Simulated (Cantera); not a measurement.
An isothermal, constant-pressure homogeneous reactor starts with 68.5 % NH3, 31.5 % H2, at 2350 K and 9.75 Torr.

Model: the gas-phase N/H chemistry of the illustrative SiF4/NH3 mechanism in the Surface Chemkin manual (1991), integrated in Cantera. Walls and surfaces, which speed up NH3 decomposition in real reactors, are not modelled.

x: mole fraction; the columns are a selection and need not sum to one.

```tsv
t (s)	x NH3	x H2	x N2H2	x H	x NH	x NH2
3.00e-6	0.685	0.315	2.60e-12	4.87e-6	1.08e-10	(withheld)
1.44e-5	0.685	0.315	3.61e-10	1.29e-5	7.66e-9	(withheld)
6.89e-5	0.685	0.315	2.42e-8	4.57e-5	4.21e-7	(withheld)
0.000330	0.683	0.315	1.17e-6	0.000199	1.35e-5	(withheld)
0.00158	0.673	0.320	2.39e-5	0.000657	0.000126	0.00433
0.00758	0.612	0.363	2.55e-5	0.000821	0.000144	0.00435
0.0363	0.402	0.511	1.42e-5	0.00128	0.000134	(withheld)
0.174	0.0827	0.735	2.10e-6	0.00292	8.12e-5	(withheld)
0.835	3.06e-5	0.770	1.55e-10	0.0299	3.05e-6	(withheld)
4.00	6.21e-8	0.715	<1e-12	0.0913	6.70e-8	(withheld)
```

Question: Some entries are withheld; supply them.

Answer: 
- 3.00e-6, x NH2: 9.55e-6
- 1.44e-5, x NH2: 5.62e-5
- 6.89e-5, x NH2: 0.000285
- 0.000330, x NH2: 0.00135
- 0.0363, x NH2: 0.00318
- 0.174, x NH2: 0.00105
- 0.835, x NH2: 3.81e-6
- 4.00, x NH2: 2.54e-8
